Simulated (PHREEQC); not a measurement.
A solution holds 94 mmol/kgw ZnCl2 and 0.72 mmol/kgw NiCl2, at 25 °C. Closed to the air; pH follows from the charge balance.

All values are PHREEQC results (ion-association model, wateq4f.dat), not measurements.

No solid was allowed to form.

Problem. Order these Zn species by the share of Zn that they hold, largest first: ZnCl+, ZnCl3-, Zn+2, ZnCl2.

Solution. Zn+2 (86 %), ZnCl+ (12 %), ZnCl2 (1.0 %), ZnCl3- (0.21 %)

Problem. Order these Ni species by the share of Ni that they hold, largest first: NiCl+, Ni+2, NiCl2.

Solution. Ni+2 (86 %), NiCl+ (11 %), NiCl2 (3.2 %)

The pH is 5.00 and the ionic strength 0.257 mol/kgw.
